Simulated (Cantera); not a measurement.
Cantera run:

```python
import numpy as np
import cantera as ct

gas_names = """
    Ca CaF CaF2 CaO CaOH CaO2H2 Ca2 F FO FO2 F2 F2O H HF HNO HNO2 HNO3 HOF HO2 H2 H2F2 H2O H2O2 H3F3
    H4F4 H5F5 H6F6 H7F7 N NF NF2 NF3 NH NH2 NH3 NH2OH NO NO2 NO3 N2 N2H2 N2H4 N2O O OH O2 O3
""".split()
cond_names = """
    Ca(a) Ca(b) Ca(L) CaF2(a) CaF2(b) CaF2(L) CaO(s) CaO(L) CaO2H2(s) H2O(s) H2O(L)
""".split()


def load(file, names, dense=False):
    # The tables refer to 1 bar. Condensed volumes are neglected.
    table = {s.name: s for s in ct.Species.list_from_file(file)}
    out = []
    for n in names:
        d = dict(table[n].input_data)
        d["thermo"] = dict(d["thermo"], **{"reference-pressure": 1e5})
        if dense:
            d["equation-of-state"] = {"model": "constant-volume", "density": "1e6 g/cm^3"}
        out.append(ct.Species.from_dict(d))
    return out


gas = ct.Solution(thermo="ideal-gas", species=load("nasa_gas.yaml", gas_names))
cond = {s.name: ct.Solution(thermo="fixed-stoichiometry", species=[s], name=s.name)
        for s in load("nasa_condensed.yaml", cond_names, dense=True)}
atoms = {
    'CaF2': {'Ca': 1, 'F': 2},
    'O2': {'O': 2},
    'N2': {'N': 2},
    'H2': {'H': 2},
}
top_T = {}  # K; cautious upper limits of use, not melting points


def equilibrate(T, P, feed):
    n = {}
    for name, mol in feed.items():
        for a, k in atoms[name].items():
            n[a] = n.get(a, 0.0) + k * mol
    gas.TPX = T, P, n
    mass = sum(n.values()) * gas.mean_molecular_weight
    gas.equilibrate("TP")
    valid = [c for c in cond.values() if c.min_temp <= T <= top_T.get(c.name, c.max_temp)]
    mix = ct.Mixture([(gas, mass / gas.mean_molecular_weight)] + [(c, 0.0) for c in valid])
    mix.T, mix.P = T, P
    mix.equilibrate("TP", solver="vcs", rtol=1e-11, max_steps=5000)
    return mix


results = []
T = 1425  # K
P = 25  # Pa
for m in [0.076, 0.14, 0.26, 0.49, 0.92, 1.7, 3.2, 6]:
    feed = {'CaF2': 1, 'O2': m, 'N2': 1.6, 'H2': 2.8}  # mol
    mix = equilibrate(T, P, feed)
    results.append((T, P, feed, dict(zip(mix.species_names, mix.species_moles))))

top = {s: max(r[3][s] / sum(r[3][g] for g in gas_names) for r in results) for s in gas_names}
cols = sorted((s for s in top if top[s] > 1e-06), key=lambda s: -top[s])[:5]
seen = [c for c in cond_names if any(r[3].get(c, 0) > 1e-12 for r in results)]
print("log10 of partial pressures in bar; condensed amounts in mol")
print(f"{'n(O2)':>10s}" + "".join(f"{s[:9]:>10s}" for s in cols + seen))
for T, P, feed, n in results:
    ng = sum(n[g] for g in gas_names)
    print(f"{feed['O2']:10.4g}" + "".join(f"{np.log10(max(n[s] / ng * P / 1e5, 1e-99)):10.3f}" for s in cols)
          + "".join(f"{n.get(c, 0):10.4g}" for c in seen))
```

Result:

```
log10 of partial pressures in bar; condensed amounts in mol
     n(O2)        H2        O2        N2       H2O        HF   CaF2(b)    CaO(s)
     0.076    -3.835   -16.062    -4.053    -5.684    -4.897    0.8781    0.1146
      0.14    -3.863   -15.205    -4.060    -5.284    -4.697    0.8082    0.1844
      0.26    -3.916   -14.354    -4.070    -4.912    -4.511    0.7028    0.2896
      0.49    -4.028   -13.430    -4.084    -4.562    -4.336    0.5446    0.4476
      0.92    -4.326   -12.196    -4.104    -4.243    -4.177    0.3148     0.677
       1.7    -7.818    -4.876    -4.148    -4.075    -4.093   0.08362    0.9073
       3.2    -8.281    -4.205    -4.256    -4.202    -4.163         0    0.9888
         6    -8.556    -3.940    -4.399    -4.345    -4.306         0    0.9888
```

Cantera equilibrium calculation (NASA polynomials, part measured and part estimated; ideal gas, pure solids and liquids). Mutual solubility and eutectic melting of coexisting phases are not modelled.
